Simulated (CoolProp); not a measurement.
Vapour-liquid equilibrium of R22 (1) + acetone (2) at 329.2 K; x and y are mole fractions of (1).

Model: multi-fluid Helmholtz-energy mixture model, Kamei 1995 and Lemmon 2006; pair parameters Bell 2016, in CoolProp.

| x | bubble pressure (MPa) | y at the bubble point | dew pressure at overall composition x (MPa) | liquid density (mol/L) |
|---|---|---|---|---|
| 0.05 | 0.1856 | 0.463 | 0.1066 | 12.94 |
| 0.15 | 0.3112 | 0.694 | 0.1189 | 13.04 |
| 0.25 | 0.4196 | 0.786 | 0.1344 | 13.14 |
| 0.35 | 0.5383 | 0.848 | 0.1544 | 13.24 |
| 0.45 | 0.6849 | 0.895 | 0.1813 | 13.32 |
| 0.55 | 0.8729 | 0.931 | 0.2192 | 13.38 |
| 0.65 | 1.111 | 0.958 | 0.2762 | 13.39 |
| 0.75 | 1.401 | 0.977 | 0.3696 | 13.31 |
| 0.85 | 1.727 | 0.989 | 0.5445 | 13.09 |
| 0.95 | 2.062 | 0.997 | 1.023 | 12.60 |

No azeotrope shows between x = 0.05 and 0.95.

Pair parameters are fitted to limited data, so mixtures are less certain than the pure fluids.
